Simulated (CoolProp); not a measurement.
CF4 (R14) along the isobar 52.2 bar: fugacity coefficient from the reference equation and from simpler models built on Tc = 227.4 K, pc = 37.62 bar, ω = 0.178; each cubic takes its own stable root.

Model: reference Helmholtz-energy equation of state, Platzer 1990, in CoolProp. This equation is an older, rougher fit; its heat capacities, sound speeds and derivatives of the liquid may be far off and weren't checked against measurements.

```json
[
 {"T (K)": "126.6", "phase": "liquid", "reference": "0.005416", "van der Waals": "0.05451", "Redlich-Kwong": "0.008229", "Soave-Redlich-Kwong": "0.005365", "Peng-Robinson": "0.005411"},
 {"T (K)": "147.7", "phase": "liquid", "reference": "0.02806", "van der Waals": "0.1194", "Redlich-Kwong": "0.03893", "Soave-Redlich-Kwong": "0.02820", "Peng-Robinson": "0.02759"},
 {"T (K)": "168.8", "phase": "liquid", "reference": "0.08860", "van der Waals": "0.2121", "Redlich-Kwong": "0.1114", "Soave-Redlich-Kwong": "0.08999", "Peng-Robinson": "0.08676"},
 {"T (K)": "189.8", "phase": "liquid", "reference": "0.2013", "van der Waals": "0.3264", "Redlich-Kwong": "0.2316", "Soave-Redlich-Kwong": "0.2058", "Peng-Robinson": "0.1972"},
 {"T (K)": "210.9", "phase": "liquid", "reference": "0.3655", "van der Waals": "0.4540", "Redlich-Kwong": "0.3900", "Soave-Redlich-Kwong": "0.3739", "Peng-Robinson": "0.3578"},
 {"T (K)": "232", "phase": "supercritical", "reference": "0.5559", "van der Waals": "0.5816", "Redlich-Kwong": "0.5581", "Soave-Redlich-Kwong": "0.5627", "Peng-Robinson": "0.5390"},
 {"T (K)": "253", "phase": "supercritical", "reference": "0.6894", "van der Waals": "0.6845", "Redlich-Kwong": "0.6787", "Soave-Redlich-Kwong": "0.6939", "Peng-Robinson": "0.6657"},
 {"T (K)": "274.1", "phase": "supercritical", "reference": "0.7653", "van der Waals": "0.7490", "Redlich-Kwong": "0.7511", "Soave-Redlich-Kwong": "0.7727", "Peng-Robinson": "0.7435"},
 {"T (K)": "295.2", "phase": "supercritical", "reference": "0.8195", "van der Waals": "0.7951", "Redlich-Kwong": "0.8030", "Soave-Redlich-Kwong": "0.8292", "Peng-Robinson": "0.8003"},
 {"T (K)": "316.2", "phase": "supercritical", "reference": "0.8605", "van der Waals": "0.8304", "Redlich-Kwong": "0.8421", "Soave-Redlich-Kwong": "0.8716", "Peng-Robinson": "0.8436"}
]
```
